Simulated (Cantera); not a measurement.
Input (Python, Cantera):

```python
import numpy as np
import cantera as ct

gas = ct.Solution("h2o2.yaml")
gas.TPX = 375, 101325, {'H2': 1, 'O2': 0.98, 'N2': 3.69}
flame = ct.FreeFlame(gas, width=0.04)
flame.set_refine_criteria(ratio=3, slope=0.08, curve=0.16)
flame.transport_model = "mixture-averaged"
flame.solve(loglevel=0, auto=True)
z, T = flame.grid, flame.T
thick = (T[-1] - T[0]) / np.gradient(T, z).max()
show = ['H2', 'O2', 'O', 'OH', 'H2O', 'H2O2']
print(f"laminar burning velocity  {flame.velocity[0] * 100:.3f} cm/s")
print(f"burnt temperature         {T[-1]:.1f} K")
print(f"thermal thickness         {thick * 1e3:.4f} mm")
print(f"grid points               {len(z)}")
z0 = z[flame.heat_release_rate.argmax()]
print(f"{'z/mm':>9s}{'T/K':>9s}{'u/(m/s)':>9s}" + "".join(f"{s:>11s}" for s in show))
rows = []
for k in (-3, -2, -1.5, -1, -0.5, -0.25, 0, 0.25, 0.5, 1, 2, 4, 8):
    zz = z0 + k * thick
    rows.append([k * thick, np.interp(zz, z, T), np.interp(zz, z, flame.velocity),
                 *(np.interp(zz, z, flame.X[gas.species_index(s)]) for s in show)])
    print(f"{rows[-1][0] * 1e3:9.3f}{rows[-1][1]:9.1f}{rows[-1][2]:9.3f}" + "".join(f"{x:11.3e}" for x in rows[-1][3:]))
```

Output:

```
laminar burning velocity  75.417 cm/s
burnt temperature         1682.1 K
thermal thickness         0.4209 mm
grid points               109
     z/mm      T/K  u/(m/s)         H2         O2          O         OH        H2O       H2O2
   -1.263    375.1    0.753  1.751e-01  1.731e-01  1.143e-10  5.458e-13  2.735e-06  6.277e-09
   -0.842    375.6    0.752  1.720e-01  1.737e-01  1.133e-09  7.039e-12  2.872e-05  7.840e-08
   -0.631    377.9    0.752  1.662e-01  1.749e-01  6.200e-09  1.044e-10  1.807e-04  5.797e-07
   -0.421    391.8    0.766  1.506e-01  1.777e-01  5.106e-08  5.755e-09  1.432e-03  5.398e-06
   -0.210    557.6    1.050  1.055e-01  1.773e-01  8.361e-06  3.377e-05  2.240e-02  6.605e-05
   -0.105    844.6    1.565  7.063e-02  1.621e-01  2.305e-04  3.970e-04  6.243e-02  4.905e-05
    0.000   1147.8    2.114  3.737e-02  1.358e-01  1.690e-03  1.414e-03  1.129e-01  1.337e-05
    0.105   1352.9    2.490  1.591e-02  1.131e-01  3.570e-03  3.258e-03  1.499e-01  5.062e-06
    0.210   1468.5    2.701  7.224e-03  1.027e-01  3.995e-03  4.432e-03  1.667e-01  2.893e-06
    0.421   1576.1    2.893  2.867e-03  9.766e-02  2.834e-03  4.619e-03  1.771e-01  1.413e-06
    0.842   1642.1    3.007  1.117e-03  9.686e-02  1.188e-03  3.379e-03  1.822e-01  6.643e-07
    1.684   1669.1    3.053  3.312e-04  9.705e-02  3.534e-04  1.940e-03  1.846e-01  2.988e-07
    3.368   1678.0    3.068  8.578e-05  9.729e-02  9.427e-05  1.026e-03  1.855e-01  1.254e-07
```

Cantera simulation using the H2/O2 subset of GRI-Mech 3.0, which has no nitrogen chemistry; the numbers are that mechanism's predictions, not measurements. Burning velocities carry a grid error of a few per cent, more on coarse grids. Lean hydrogen flames are cellular in practice and burn faster than this planar one.
